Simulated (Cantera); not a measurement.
Cantera run:

```python
import numpy as np
import cantera as ct

gas_names = """
    CL CL2 H HCL H2 Si SiCL SiCL2 SiCL3 SiCL4 SiH SiHCL3 SiH2 SiH2CL2 SiH3 SiH3CL SiH4 Si2 Si3
""".split()
cond_names = """
    Si(cr) Si(L)
""".split()


def load(file, names, dense=False):
    # The tables refer to 1 bar. Condensed volumes are neglected.
    table = {s.name: s for s in ct.Species.list_from_file(file)}
    out = []
    for n in names:
        d = dict(table[n].input_data)
        d["thermo"] = dict(d["thermo"], **{"reference-pressure": 1e5})
        if dense:
            d["equation-of-state"] = {"model": "constant-volume", "density": "1e6 g/cm^3"}
        out.append(ct.Species.from_dict(d))
    return out


gas = ct.Solution(thermo="ideal-gas", species=load("nasa_gas.yaml", gas_names))
cond = {s.name: ct.Solution(thermo="fixed-stoichiometry", species=[s], name=s.name)
        for s in load("nasa_condensed.yaml", cond_names, dense=True)}
atoms = {
    'SiCl4': {'Si': 1, 'CL': 4},
    'HCl': {'H': 1, 'CL': 1},
    'H2': {'H': 2},
}
top_T = {}  # K; cautious upper limits of use, not melting points


def equilibrate(T, P, feed):
    n = {}
    for name, mol in feed.items():
        for a, k in atoms[name].items():
            n[a] = n.get(a, 0.0) + k * mol
    gas.TPX = T, P, n
    mass = sum(n.values()) * gas.mean_molecular_weight
    gas.equilibrate("TP")
    valid = [c for c in cond.values() if c.min_temp <= T <= top_T.get(c.name, c.max_temp)]
    mix = ct.Mixture([(gas, mass / gas.mean_molecular_weight)] + [(c, 0.0) for c in valid])
    mix.T, mix.P = T, P
    mix.equilibrate("TP", solver="vcs", rtol=1e-11, max_steps=5000)
    return mix


results = []
T = 1325  # K
P = 340000  # Pa
for m in [0.45, 1.2, 1.9, 2.6, 3.3, 4, 4.7, 5.4, 6.1, 6.9, 7.6, 8.3, 9]:
    feed = {'SiCl4': 1, 'HCl': 3.7, 'H2': m}  # mol
    mix = equilibrate(T, P, feed)
    results.append((T, P, feed, dict(zip(mix.species_names, mix.species_moles))))

top = {s: max(r[3][s] / sum(r[3][g] for g in gas_names) for r in results) for s in gas_names}
cols = sorted((s for s in top if top[s] > 0.0001), key=lambda s: -top[s])[:9]
seen = [c for c in cond_names if any(r[3].get(c, 0) > 1e-12 for r in results)]
print("log10 of partial pressures in bar; condensed amounts in mol")
print(f"{'n(H2)':>10s}" + "".join(f"{s[:9]:>10s}" for s in cols + seen))
for T, P, feed, n in results:
    ng = sum(n[g] for g in gas_names)
    print(f"{feed['H2']:10.4g}" + "".join(f"{np.log10(max(n[s] / ng * P / 1e5, 1e-99)):10.3f}" for s in cols)
          + "".join(f"{n.get(c, 0):10.4g}" for c in seen))
```

Result:

```
log10 of partial pressures in bar; condensed amounts in mol
     n(H2)       HCL        H2     SiCL4    SiHCL3     SiCL3     SiCL2   SiH2CL2
      0.45     0.389    -0.535    -0.185    -2.400    -2.530    -4.139    -5.459
       1.2     0.331    -0.168    -0.250    -2.040    -2.353    -3.721    -4.673
       1.9     0.284    -0.017    -0.304    -1.896    -2.284    -3.530    -4.330
       2.6     0.241     0.076    -0.353    -1.809    -2.244    -3.401    -4.109
       3.3     0.203     0.140    -0.398    -1.752    -2.219    -3.305    -3.949
         4     0.168     0.187    -0.439    -1.711    -2.201    -3.228    -3.826
       4.7     0.135     0.223    -0.477    -1.680    -2.189    -3.166    -3.726
       5.4     0.105     0.253    -0.513    -1.657    -2.180    -3.112    -3.644
       6.1     0.077     0.277    -0.547    -1.639    -2.174    -3.066    -3.574
       6.9     0.048     0.299    -0.584    -1.623    -2.170    -3.021    -3.506
       7.6     0.023     0.316    -0.614    -1.612    -2.167    -2.986    -3.454
       8.3     0.001     0.330    -0.642    -1.604    -2.166    -2.954    -3.408
         9    -0.021     0.342    -0.669    -1.597    -2.165    -2.925    -3.367
```

Equilibrium computed with Cantera from the NASA thermochemical tables; the gas is ideal and each condensed phase is pure. The tables' values for SiCl3 are old estimates; treat these amounts as uncertain.
